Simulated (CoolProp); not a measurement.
Vapour-liquid equilibrium of propylene (1) + 1-butene (2) at -33.15 °C; x and y are mole fractions of (1).

Computed with CoolProp (multi-fluid Helmholtz-energy mixture model, Lemmon 2013 and Lemmon 2005; pair parameters Bell 2016).

Problem. Give the bubble pressure and the first vapour's composition at x = 0.25, 0.45, 0.95. Is there an azeotrope?

Solution. x = 0.25: 69.43 kPa, y = 0.657; x = 0.45: 100.3 kPa, y = 0.822; x = 0.95: 179.1 kPa, y = 0.990. No azeotrope shows between x = 0.05 and 0.95.

Pair parameters are fitted to limited data, so mixtures are less certain than the pure fluids.
